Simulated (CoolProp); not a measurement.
A Linde-Hampson liquefier for normal hydrogen: isothermal reversible compression at 290 K from 1 atm to 5 MPa, throttling to 1 atm, return gas leaving the recuperator 10 K below the feed. Each further row changes one setting.

Values from CoolProp's reference Helmholtz-energy equation of state, Leachman 2009.

```
case                        compression work (kJ/kg of gas)
--------------------------  -------------------------------
as stated                                              4700
high pressure 10 MPa                                   5560
warm-end temperature 320 K                             5180
warm-end gap 15 K                                      4700
```
